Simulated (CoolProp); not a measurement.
A closed Brayton cycle with nitrogen: compressor inlet 309.15 K and 0.47 MPa, high pressure 0.879 MPa, turbine inlet 860 K, compressor efficiency 0.89, turbine efficiency 0.85, recuperator effectiveness 0 (on enthalpy, no pinch check). Each further row changes one setting.

Values from CoolProp's reference Helmholtz-energy equation of state, Span 2000.

| case | thermal efficiency (%) | net work (kJ/kg) | compressor to turbine work | compressor exit (K) | turbine exit (K) |
|---|---|---|---|---|---|
| as stated | 10.5 | 54.8 | 0.56 | 377.2 | 748.5 |
| turbine inlet 810 K | 10.1 | 47.4 | ___ | 377.2 | ___ |
| compressor inlet 319.15 K | 10.3 | ___ | 0.58 | ___ | 748.5 |
| high pressure 0.747 MPa | 8.1 | 43.8 | ___ | ___ | 776.0 |
| recuperator effectiveness 0.5 | 16.9 | 54.8 | 0.56 | 377.2 | 748.5 |

### Question
Complete the blanks.

### Answer

- turbine inlet 810 K, compressor to turbine work: 0.60
- turbine inlet 810 K, turbine exit (K): 704.0
- compressor inlet 319.15 K, net work (kJ/kg): 52.5
- compressor inlet 319.15 K, compressor exit (K): 389.4
- high pressure 0.747 MPa, compressor to turbine work: 0.54
- high pressure 0.747 MPa, compressor exit (K): 358.3
